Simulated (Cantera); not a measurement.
# Premixed flame

A freely propagating, adiabatic, planar premixed flame of CH4 : CO : O2 : N2 = 1 : 0.54 : 1.89 : 7.11 (molar parts), equivalence ratio 1.2, unburnt at 325 K and 1950 Torr; mixture-averaged transport, grid criteria slope 0.08 and curve 0.16, no radiation.

Model: GRI-Mech 3.0 (53 species, 325 reactions), integrated in Cantera. Burning velocities carry a grid error of a few per cent, more on coarse grids.

```json
[
 {"z (mm)": "-0.591", "T (K)": "325", "u (m/s)": "0.340", "x CH4": "0.0948", "x CO": "0.0512", "x O2": "0.179", "x CH3": "<1e-8", "x CH2O": "3.66e-8", "x C2H": "<1e-8"},
 {"z (mm)": "-0.394", "T (K)": "328", "u (m/s)": "0.343", "x CH4": "0.0944", "x CO": "0.0511", "x O2": "0.179", "x CH3": "<1e-8", "x CH2O": "8.57e-7", "x C2H": "<1e-8"},
 {"z (mm)": "-0.295", "T (K)": "339", "u (m/s)": "0.356", "x CH4": "0.0935", "x CO": "0.0511", "x O2": "0.178", "x CH3": "<1e-8", "x CH2O": "6.57e-6", "x C2H": "<1e-8"},
 {"z (mm)": "-0.197", "T (K)": "434", "u (m/s)": "0.459", "x CH4": "0.0880", "x CO": "0.0519", "x O2": "0.171", "x CH3": "4.42e-7", "x CH2O": "0.000102", "x C2H": "<1e-8"},
 {"z (mm)": "-0.0984", "T (K)": "954", "u (m/s)": "1.02", "x CH4": "0.0592", "x CO": "0.0609", "x O2": "0.130", "x CH3": "0.000144", "x CH2O": "0.000937", "x C2H": "<1e-8"},
 {"z (mm)": "-0.0492", "T (K)": "1404", "u (m/s)": "1.51", "x CH4": "0.0320", "x CO": "0.0716", "x O2": "0.0870", "x CH3": "0.00118", "x CH2O": "0.00104", "x C2H": "<1e-8"},
 {"z (mm)": "0", "T (K)": "1805", "u (m/s)": "1.95", "x CH4": "0.00737", "x CO": "0.0799", "x O2": "0.0403", "x CH3": "0.00182", "x CH2O": "0.000479", "x C2H": "2.44e-7"},
 {"z (mm)": "0.0492", "T (K)": "1972", "u (m/s)": "2.12", "x CH4": "0.000489", "x CO": "0.0735", "x O2": "0.0148", "x CH3": "0.000266", "x CH2O": "7.12e-5", "x C2H": "2.35e-7"},
 {"z (mm)": "0.0984", "T (K)": "2024", "u (m/s)": "2.17", "x CH4": "1.76e-5", "x CO": "0.0640", "x O2": "0.00695", "x CH3": "1.23e-5", "x CH2O": "3.48e-6", "x C2H": "1.69e-8"},
 {"z (mm)": "0.197", "T (K)": "2075", "u (m/s)": "2.21", "x CH4": "3.39e-8", "x CO": "0.0568", "x O2": "0.00349", "x CH3": "2.88e-8", "x CH2O": "<1e-8", "x C2H": "<1e-8"},
 {"z (mm)": "0.394", "T (K)": "2125", "u (m/s)": "2.26", "x CH4": "<1e-8", "x CO": "0.0545", "x O2": "0.00193", "x CH3": "<1e-8", "x CH2O": "<1e-8", "x C2H": "<1e-8"},
 {"z (mm)": "0.788", "T (K)": "2165", "u (m/s)": "2.29", "x CH4": "<1e-8", "x CO": "0.0538", "x O2": "0.000876", "x CH3": "<1e-8", "x CH2O": "<1e-8", "x C2H": "<1e-8"},
 {"z (mm)": "1.58", "T (K)": "2190", "u (m/s)": "2.32", "x CH4": "<1e-8", "x CO": "0.0533", "x O2": "0.000320", "x CH3": "<1e-8", "x CH2O": "<1e-8", "x C2H": "<1e-8"}
]
```
x: mole fraction of selected species; z is measured from the peak of heat release.

The laminar burning velocity is 33.9 cm/s. The thermal thickness is 0.197 mm. The peak x(CH3) is 0.00206. The peak x(CH2O) is 0.00112 and the peak x(C2H) is 4.01e-7. The grid points is 152.
